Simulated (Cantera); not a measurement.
Input (Python, Cantera) and output of one run.

```python
import numpy as np
import cantera as ct

gas_names = """
    AL ALH ALO ALOH ALO2 ALO2H AL2 AL2O AL2O2 H HALO HO2 H2 H2O H2O2 O OH O2 O3
""".split()
cond_names = """
    AL(cr) AL(L) AL2O3(a) AL2O3(L) H2O(s) H2O(L)
""".split()


# ... load() reads the species with a 1 bar reference pressure and builds the phases ...
atoms = {
    'Al': {'AL': 1},
    'O2': {'O': 2},
    'H2': {'H': 2},
}
top_T = {}  # K; cautious upper limits of use, not melting points


# ... equilibrate(T, P, feed) seeds the gas with the atoms and calls Mixture.equilibrate('TP', solver="vcs", rtol=1e-11, max_steps=5000) ...
results = []
feed = {'Al': 1, 'O2': 14, 'H2': 1.1}  # mol
T = 1375  # K
P = 100000  # Pa
mix = equilibrate(T, P, feed)
results.append((T, P, feed, dict(zip(mix.species_names, mix.species_moles))))
print(gas.report(threshold=0.0001))
for i in range(1, mix.n_phases):
    print(f"{mix.phase(i).name:16s} {mix.phase_moles(i):12.5e} mol")
```

Result:

```
       temperature   1375 K
          pressure   1e+05 Pa
           density   0.27014 kg/m^3
  mean mol. weight   30.883 kg/kmol
   phase of matter   gas

                          1 kg             1 kmol
                     ---------------   ---------------
          enthalpy        5.5904e+05        1.7265e+07  J
   internal energy        1.8886e+05        5.8327e+06  J
           entropy            8306.9        2.5654e+05  J/K
    Gibbs function       -1.0863e+07       -3.3548e+08  J
 heat capacity c_p            1195.4             36917  J/K
 heat capacity c_v            926.14             28602  J/K

                      mass frac. Y      mole frac. X     chem. pot. / RT
                     ---------------   ---------------   ---------------
               H2O          0.046488          0.079694           -49.635
                O2           0.95349           0.92027           -27.588
     [  +17 minor]         1.752e-05        3.1676e-05

AL(L)             0.00000e+00 mol
AL2O3(a)          5.00000e-01 mol
```

Method: chemical equilibrium by Gibbs-energy minimisation in Cantera with the NASA 1993 tables (ideal gas, pure condensed phases). Gases not in the tables: Al(OH)3.
